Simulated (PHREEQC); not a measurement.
Dissolve 0.065 mol H3BO3 and 0.012 mol H2S per kg of water at 25 °C. Closed to the air; pH follows from the charge balance.

Computed with PHREEQC (ion-association model, phreeqc.dat).

Each row changes one thing in this solution. No solid was allowed to form.

```json
[
 {"case": "as made", "pH": "4.43", "ionic strength (mol/kgw)": "3.78e-5", "HS- (mol/kgw)": "3.68e-5"},
 {"case": "H3BO3 from 0.065 to 0.0065 mol/kgw", "pH": "4.43", "ionic strength (mol/kgw)": "3.73e-5", "HS- (mol/kgw)": "3.72e-5"},
 {"case": "H3BO3 left out", "pH": "4.43", "ionic strength (mol/kgw)": "3.72e-5", "HS- (mol/kgw)": "3.72e-5"},
 {"case": "H2S from 0.012 to 0.0012 mol/kgw", "pH": "4.88", "ionic strength (mol/kgw)": "1.32e-5", "HS- (mol/kgw)": "1.04e-5"},
 {"case": "diluted 2-fold with water", "pH": "4.58", "ionic strength (mol/kgw)": "2.67e-5", "HS- (mol/kgw)": "?"},
 {"case": "H3BO3 replaced by HBF4 at the same molality", "pH": "1.28", "ionic strength (mol/kgw)": "?", "HS- (mol/kgw)": "3.31e-8"},
 {"case": "diluted 10-fold with water", "pH": "?", "ionic strength (mol/kgw)": "?", "HS- (mol/kgw)": "1.15e-5"}
]
```

Task: Some entries are withheld; supply them.

Result: 
- diluted 2-fold with water, HS- (mol/kgw): 2.59e-5
- H3BO3 replaced by HBF4 at the same molality, ionic strength (mol/kgw): 0.0626
- diluted 10-fold with water, pH: 4.93
- diluted 10-fold with water, ionic strength (mol/kgw): 1.19e-5

Real BF4- forms and hydrolyses slowly; the run takes it at equilibrium.
